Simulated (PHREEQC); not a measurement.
Dissolve 0.29 mol/kgw NH3, 0.13 mol/kgw NaAlO2 and 0.00069 mol/kgw K2CO3 at 25 °C. Closed to the air; pH follows from the charge balance.

All values are PHREEQC results (ion-association model, phreeqc.dat), not measurements.

This is a speciation only: nothing precipitates in the calculation.

Problem. Order these C species by the share of C that they hold, largest first: HCO3-, NaCO3-, CO3-2.

Solution. CO3-2 (53 %), NaCO3- (45 %), HCO3- (2.2 %)

The pH is 11.36 and the ionic strength 0.135 mol/kgw. The solution is supersaturated, for example in Gibbsite (slow to form), so a real one may precipitate; this is no full list.
